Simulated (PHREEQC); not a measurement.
Consider water at 25 °C with 12 mmol/kgw CsF, 66 mmol/kgw KF and 0.83 mmol/kgw H2SO4. Closed to the air; pH follows from the charge balance.

All values are PHREEQC results (ion-association model, wateq4f.dat), not measurements.

Q: The ionic strength comes out as 0.0786 mol/kgw. What activity coefficients do F-, H+, SO4-2, KSO4-, Cs+ get?

A: F- 0.78, H+ 0.84, SO4-2 0.40, KSO4- 0.80, Cs+ 0.79.

This is a speciation only: nothing precipitates in the calculation.
